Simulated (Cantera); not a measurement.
Charge: 1 mol SiO2, 1.9 mol CH4, 1.2 mol CO, equilibrated at 1.60 mbar.

Cantera equilibrium calculation (NASA polynomials, part measured and part estimated; ideal gas, pure solids and liquids). Candidate condensed phases: C, C6H6, C7H8, C8H18, H2O, Si, SiC, SiO2; 123 gas species. The numbers say what is thermodynamically allowed, not how fast it happens.

At 1350 °C, list the 4 most abundant gas species with their mole fractions, and the condensed phases.

H2 0.542, CO 0.378, SiO 0.0785, H 0.00127. Condensed: SiC(s).
